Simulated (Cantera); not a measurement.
# NO annealing gas

An isothermal, constant-pressure homogeneous reactor starts with 63.3 % NO, 34.8 % N2, 1.90 % H2O, at 1725 K and 0.132 atm.

Detailed kinetics in Cantera: GRI-Mech 3.0 (53 species, 325 reactions).

| t (s) | x NO | x N2O | x O2 | x NO2 | x O | x N2 |
|---|---|---|---|---|---|---|
| 5.00e-5 | 0.633 | 3.06e-7 | 1.93e-10 | 1.23e-8 | 2.62e-7 | 0.348 |
| 0.000158 | 0.633 | 9.66e-7 | 1.73e-9 | 1.04e-7 | 6.10e-7 | 0.348 |
| 0.000500 | 0.633 | 3.03e-6 | 1.56e-8 | 7.15e-7 | 9.37e-7 | 0.348 |
| 0.00158 | 0.633 | 9.36e-6 | 1.58e-7 | 4.21e-6 | 1.18e-6 | 0.348 |
| 0.00500 | 0.633 | 2.74e-5 | 2.93e-6 | 2.32e-5 | 2.87e-6 | 0.348 |
| 0.0158 | 0.633 | 6.73e-5 | 5.18e-5 | 3.93e-5 | 5.96e-6 | 0.348 |
| 0.0500 | 0.632 | 0.000110 | 0.000252 | 4.13e-5 | 7.08e-6 | 0.348 |
| 0.158 | 0.631 | 0.000121 | 0.000931 | 5.81e-5 | 9.08e-6 | 0.349 |
| 0.500 | 0.626 | 0.000122 | 0.00311 | 9.00e-5 | 1.27e-5 | 0.351 |
| 1.58 | 0.613 | 0.000118 | 0.00995 | 0.000147 | 1.93e-5 | 0.358 |
| 5.00 | 0.571 | 0.000103 | 0.0304 | 0.000234 | 3.06e-5 | 0.379 |
x: mole fraction; the columns are a selection and need not sum to one.

Equilibrium at this temperature and pressure: NO 0.00359, N2O 6.99e-8, O2 0.314, NO2 4.73e-6, O 8.97e-5, N2 0.663 (gas phase only).
